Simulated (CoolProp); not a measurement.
The numbers come from the reference Helmholtz-energy equation of state, Thol 2012 in CoolProp.

Problem. Give the vapour pressure (bar), liquid cp (kJ/(kg K)), vapour Z, surface tension (mN/m) of saturated benzene at 240.55 °C.

Solution. 
```json
[
 {"T (°C)": "240.55", "p (bar)": "26.3", "liquid cp (kJ/(kg K))": "2.82", "vapour Z": "0.659", "surface tension (mN/m)": "3.37"}
]
```

Surface tension comes from a separate correlation (Mulero 2012).
